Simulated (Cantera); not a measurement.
Cantera run:

```python
import numpy as np
import cantera as ct

gas_names = """
    H H2 Pb Pb2
""".split()
cond_names = """
    Pb(cr) Pb(L)
""".split()


def load(file, names, dense=False):
    # The tables refer to 1 bar. Condensed volumes are neglected.
    table = {s.name: s for s in ct.Species.list_from_file(file)}
    out = []
    for n in names:
        d = dict(table[n].input_data)
        d["thermo"] = dict(d["thermo"], **{"reference-pressure": 1e5})
        if dense:
            d["equation-of-state"] = {"model": "constant-volume", "density": "1e6 g/cm^3"}
        out.append(ct.Species.from_dict(d))
    return out


gas = ct.Solution(thermo="ideal-gas", species=load("nasa_gas.yaml", gas_names))
cond = {s.name: ct.Solution(thermo="fixed-stoichiometry", species=[s], name=s.name)
        for s in load("nasa_condensed.yaml", cond_names, dense=True)}
atoms = {
    'Pb': {'Pb': 1},
    'H2': {'H': 2},
}
top_T = {}  # K; cautious upper limits of use, not melting points


def equilibrate(T, P, feed):
    n = {}
    for name, mol in feed.items():
        for a, k in atoms[name].items():
            n[a] = n.get(a, 0.0) + k * mol
    gas.TPX = T, P, n
    mass = sum(n.values()) * gas.mean_molecular_weight
    gas.equilibrate("TP")
    valid = [c for c in cond.values() if c.min_temp <= T <= top_T.get(c.name, c.max_temp)]
    mix = ct.Mixture([(gas, mass / gas.mean_molecular_weight)] + [(c, 0.0) for c in valid])
    mix.T, mix.P = T, P
    mix.equilibrate("TP", solver="vcs", rtol=1e-11, max_steps=5000)
    return mix


results = []
feed = {'Pb': 1, 'H2': 1.8}  # mol
P = 180000  # Pa
for T in [498, 573, 648, 723, 798, 873, 948, 1023, 1098, 1173, 1248, 1323, 1398, 1473]:
    mix = equilibrate(T, P, feed)
    results.append((T, P, feed, dict(zip(mix.species_names, mix.species_moles))))

top = {s: max(r[3][s] / sum(r[3][g] for g in gas_names) for r in results) for s in gas_names}
cols = sorted((s for s in top if top[s] > 0.0001), key=lambda s: -top[s])[:5]
seen = [c for c in cond_names if any(r[3].get(c, 0) > 1e-12 for r in results)]
print("log10 of partial pressures in bar; condensed amounts in mol")
print(f"{'T/K':>10s}" + "".join(f"{s[:9]:>10s}" for s in cols + seen))
for T, P, feed, n in results:
    ng = sum(n[g] for g in gas_names)
    print(f"{T:10.4g}" + "".join(f"{np.log10(max(n[s] / ng * P / 1e5, 1e-99)):10.3f}" for s in cols)
          + "".join(f"{n.get(c, 0):10.4g}" for c in seen))
```

Result:

```
log10 of partial pressures in bar; condensed amounts in mol
       T/K        H2        Pb    Pb(cr)     Pb(L)
       498     0.255   -14.736         1         0
       573     0.255   -12.079         1         0
       648     0.255   -10.075         0         1
       723     0.255    -8.509         0         1
       798     0.255    -7.242         0         1
       873     0.255    -6.197         0         1
       948     0.255    -5.320         0         1
      1023     0.255    -4.574         0         1
      1098     0.255    -3.933         0    0.9999
      1173     0.255    -3.375         0    0.9996
      1248     0.255    -2.886         0    0.9987
      1323     0.254    -2.454         0    0.9965
      1398     0.253    -2.069         0    0.9914
      1473     0.251    -1.725         0     0.981
```

Cantera equilibrium calculation (NASA polynomials, part measured and part estimated; ideal gas, pure solids and liquids).
